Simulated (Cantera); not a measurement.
Charge: 1 mol Si₃N₄, 1.6 mol NF₃, 6.2 mol N₂, equilibrated at 13300 Pa.

Cantera equilibrium calculation (NASA polynomials, part measured and part estimated; ideal gas, pure solids and liquids). Candidate condensed phases: Si, Si₃N₄; 16 gas species. The tables' values for SiF₃ are old estimates; treat these amounts as uncertain. Equilibrium is a limit: real reactors are often held back by kinetics, nucleation or transport. All values below are at 1073 K.

Base state: N₂ 0.867, SiF₄ 0.133, SiF₃ 2.40e-5 (mole fractions); condensed: Si₃N₄(s).

Q: What changes in the equilibrium state with this change: 1.7 mol HF added?

A: 
```json
[
 {"species": "N₂", "before": "0.867", "after": "0.766"},
 {"species": "SiF₄", "before": "0.133", "after": "0.154"},
 {"species": "H₂", "before": "0", "after": "0.0802"},
 {"species": "HF", "before": "0", "after": "0.000466"},
 {"species": "SiHF₃", "before": "0", "after": "0.000174"},
 {"species": "SiF₃", "before": "2.40e-5", "after": "2.73e-5"},
 {"species": "Si₃N₄(s), mol", "before": "0.600", "after": "0.459"}
]
```
